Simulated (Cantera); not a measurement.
## Stirred combustor or abatement burner

A perfectly stirred reactor is fed with CO : H2 : O2 : N2 = 1 : 0.045 : 0.475 : 1.79 (molar parts), at 1000000 Pa; it is adiabatic with a 723 K inlet, and is followed from long to short residence time, starting on the burning branch (τ in s: 0.087, 0.042, 0.02, 0.0096, 0.0046, 0.0022, 0.0011, 0.00051, 0.00025, 0.00012, 5.7e-05, 2.7e-05, 1.3e-05).

Cantera simulation using GRI-Mech 3.0 (53 species, 325 reactions); the numbers are that mechanism's predictions, not measurements. The hydrogen kinetics of GRI-Mech 3.0 are dated; newer H2 mechanisms differ, most at raised pressure.

```json
[
 {"τ (s)": "0.087", "T (K)": "2673", "x CO": "0.0677", "x H2": "0.000499", "x O2": "0.0132", "x CO2": "0.278", "x H": "0.000369", "x NO": "0.00671"},
 {"τ (s)": "0.042", "T (K)": "2672", "x CO": "0.0679", "x H2": "0.000500", "x O2": "0.0133", "x CO2": "0.278", "x H": "0.000373", "x NO": "0.00664"},
 {"τ (s)": "0.020", "T (K)": "2669", "x CO": "0.0683", "x H2": "0.000503", "x O2": "0.0136", "x CO2": "0.278", "x H": "0.000380", "x NO": "0.00650"},
 {"τ (s)": "0.0096", "T (K)": "2664", "x CO": "0.0691", "x H2": "0.000509", "x O2": "0.0141", "x CO2": "0.277", "x H": "0.000395", "x NO": "0.00624"},
 {"τ (s)": "0.0046", "T (K)": "2653", "x CO": "0.0707", "x H2": "0.000522", "x O2": "0.0151", "x CO2": "0.275", "x H": "0.000425", "x NO": "0.00575"},
 {"τ (s)": "0.0022", "T (K)": "2632", "x CO": "0.0738", "x H2": "0.000546", "x O2": "0.0169", "x CO2": "0.271", "x H": "0.000488", "x NO": "0.00496"},
 {"τ (s)": "0.0011", "T (K)": "2597", "x CO": "0.0787", "x H2": "0.000587", "x O2": "0.0197", "x CO2": "0.265", "x H": "0.000601", "x NO": "0.00392"},
 {"τ (s)": "0.00051", "T (K)": "2534", "x CO": "0.0873", "x H2": "0.000660", "x O2": "0.0243", "x CO2": "0.255", "x H": "0.000839", "x NO": "0.00259"},
 {"τ (s)": "0.00025", "T (K)": "2450", "x CO": "0.0980", "x H2": "0.000754", "x O2": "0.0297", "x CO2": "0.242", "x H": "0.00122", "x NO": "0.00148"},
 {"τ (s)": "0.00012", "T (K)": "2342", "x CO": "0.111", "x H2": "0.000868", "x O2": "0.0360", "x CO2": "0.226", "x H": "0.00184", "x NO": "0.000720"},
 {"τ (s)": "5.7e-5", "T (K)": "2212", "x CO": "0.126", "x H2": "0.000985", "x O2": "0.0428", "x CO2": "0.207", "x H": "0.00272", "x NO": "0.000342"},
 {"τ (s)": "2.7e-5", "T (K)": "2056", "x CO": "0.144", "x H2": "0.00108", "x O2": "0.0511", "x CO2": "0.186", "x H": "0.00372", "x NO": "0.000175"},
 {"τ (s)": "1.3e-5", "T (K)": "1827", "x CO": "0.174", "x H2": "0.00116", "x O2": "0.0666", "x CO2": "0.150", "x H": "0.00384", "x NO": "6.72e-5"}
]
```
x: mole fraction; the columns are a selection and need not sum to one.
